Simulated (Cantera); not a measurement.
Cantera with NASA thermochemical tables; ideal gases at 1 bar, condensed phases pure. Values are per mole of reaction as written; species without (g) are pure solids or liquids, kept so even where they would boil at 1 bar. VN: taken at fixed stoichiometry.

Task: Between 300 and 875 K, where is each reaction favourable under standard conditions?
- 2 V + 2 NH3(g) = 2 VN + 3 H2(g)
- VN = V + N(g)

Result: 
- 2 V + 2 NH3(g) = 2 VN + 3 H2(g): ΔG° is -349 kJ at 300 K and -378 kJ at 875 K; it stays negative (K > 1). ΔH° is -320 kJ and ΔS° 66 J/K at 875 K.
- VN = V + N(g): ΔG° is 646 kJ at 300 K and 562 kJ at 875 K; it stays positive (K < 1). ΔH° is 690 kJ and ΔS° 147 J/K at 875 K.
